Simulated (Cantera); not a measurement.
# Premixed flame

A freely propagating, adiabatic, planar premixed flame of CH4 : C2H6 : C3H8 : O2 : N2 : H2O = 1 : 1.2 : 0.08 : 6 : 16.8 : 3.4 (molar parts), equivalence ratio 1.1, unburnt at 425 K and 500000 Pa; multicomponent transport, grid criteria slope 0.08 and curve 0.16, no radiation.

Cantera simulation using GRI-Mech 3.0 (53 species, 325 reactions); the numbers are that mechanism's predictions, not measurements. Burning velocities carry a grid error of a few per cent, more on coarse grids.

```csv
z (mm),T (K),u (m/s),x CH4,x C2H6,x C3H8,x CH2,x C2H2,x C2H4
-0.288,425,0.539,0.0351,0.0421,0.00281,<1e-8,4.96e-8,3.75e-7
-0.192,428,0.543,0.0349,0.0420,0.00280,<1e-8,5.61e-7,4.38e-6
-0.144,439,0.559,0.0347,0.0418,0.00279,<1e-8,3.34e-6,2.70e-5
-0.0960,519,0.667,0.0332,0.0408,0.00275,<1e-8,3.68e-5,0.000313
-0.0480,1000,1.32,0.0248,0.0286,0.00215,<1e-8,0.000435,0.00370
-0.0240,1459,1.96,0.0158,0.0111,0.000875,2.69e-6,0.00109,0.00636
0,1885,2.57,0.00491,0.000459,1.60e-5,5.45e-5,0.00165,0.00218
0.0240,2083,2.83,0.000437,8.21e-7,<1e-8,2.71e-5,0.000329,6.53e-5
0.0480,2158,2.91,2.07e-5,<1e-8,<1e-8,2.12e-6,1.73e-5,5.97e-7
0.0960,2234,3.00,8.68e-8,<1e-8,<1e-8,1.07e-8,7.52e-8,<1e-8
0.192,2302,3.07,<1e-8,<1e-8,<1e-8,<1e-8,<1e-8,<1e-8
0.384,2350,3.13,<1e-8,<1e-8,<1e-8,<1e-8,<1e-8,<1e-8
0.768,2375,3.16,<1e-8,<1e-8,<1e-8,<1e-8,<1e-8,<1e-8
```
x: mole fraction of selected species; z is measured from the peak of heat release.

```
Quantity                      Value
------------------------  ---------
laminar burning velocity  53.8 cm/s
thermal thickness         0.0960 mm
peak x(CH2)                 6.10e-5
peak x(C2H2)                0.00172
peak x(C2H4)                0.00636
grid points                     143
```
